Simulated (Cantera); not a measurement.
A perfectly stirred reactor is fed with C₂H₆ : N₂ = 1 : 7.7 (molar parts), at 10.00 Torr; it is held at 1773 K, and followed from long to short residence time.

Model: GRI-Mech 3.0 (53 species, 325 reactions), integrated in Cantera. GRI-Mech 3.0 stops at C3 and has no aromatics, soot or wall deposition, so with more carbon than oxygen in the feed, carbon stays in small species such as C2H2 where larger ones or solid carbon would form. Radical loss at walls, strong at low pressure, is not modelled.

Q: What does this change do: C2H6 1 to 2.2 parts?

A: 
```json
[
 {"quantity": "x(C₂H₆) at τ = 13.0 s", "before": "2.10e-6", "after": "3.06e-6"},
 {"quantity": "x(HCN) at τ = 13.0 s", "before": "0.000517", "after": "0.000307"},
 {"quantity": "x(C₂H₄) at τ = 13.0 s", "before": "1.98e-5", "after": "3.77e-5"},
 {"quantity": "x(CH₄) at τ = 13.0 s", "before": "0.00205", "after": "0.00373"},
 {"quantity": "x(CH₃) at τ = 13.0 s", "before": "0.000258", "after": "0.000359"},
 {"quantity": "x(C₂H₆) at τ = 41.0 ms", "before": "0.000572", "after": "0.000838"},
 {"quantity": "x(HCN) at τ = 41.0 ms", "before": "3.12e-5", "after": "1.73e-5"},
 {"quantity": "x(C₂H₄) at τ = 41.0 ms", "before": "0.00271", "after": "0.00413"},
 {"quantity": "x(CH₄) at τ = 41.0 ms", "before": "0.0220", "after": "0.0415"},
 {"quantity": "x(CH₃) at τ = 41.0 ms", "before": "0.00452", "after": "0.00639"}
]
```

Q: What does this change do: C2H6 1 to 1.6 parts?

A: 
```
quantity                  before     after
----------------------  --------  --------
x(C₂H₆) at τ = 13.0 s    2.10e-6   2.67e-6
x(HCN) at τ = 13.0 s    0.000517  0.000382
x(C₂H₄) at τ = 13.0 s    1.98e-5   2.95e-5
x(CH₄) at τ = 13.0 s     0.00205   0.00300
x(CH₃) at τ = 13.0 s    0.000258  0.000318
x(C₂H₆) at τ = 41.0 ms  0.000572  0.000729
x(HCN) at τ = 41.0 ms    3.12e-5   2.22e-5
x(C₂H₄) at τ = 41.0 ms   0.00271   0.00353
x(CH₄) at τ = 41.0 ms     0.0220    0.0329
x(CH₃) at τ = 41.0 ms    0.00452   0.00562
```
